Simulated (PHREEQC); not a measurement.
# Buffer: speciation

A solution holds 0.36 mol/kgw NH4Cl and 0.003 mol/kgw Na2CO3, at 25 °C. Closed to the air; pH follows from the charge balance.

Model: ion-association model, wateq4f.dat, run in PHREEQC.

```json
{
 "pH": "7.33",
 "ionic_strength": "0.363 mol/kgw",
 "activity_of_water": "0.988",
 "total_alkalinity": "6.00 meq/kg"
}
```

```json
[
 {"species": "Cl-", "molality": "0.360", "activity": "0.240", "log γ": "-0.176"},
 {"species": "NH4+", "molality": "0.357", "activity": "0.261", "log γ": "-0.136"},
 {"species": "Na+", "molality": "0.00600", "activity": "0.00430", "log γ": "-0.144"},
 {"species": "NH3", "molality": "0.00319", "activity": "0.00319", "log γ": "0.000"},
 {"species": "HCO3-", "molality": "0.00279", "activity": "0.00198", "log γ": "-0.149"},
 {"species": "CO2", "molality": "0.000194", "activity": "0.000211", "log γ": "0.036"}
]
```

No solid was allowed to form.
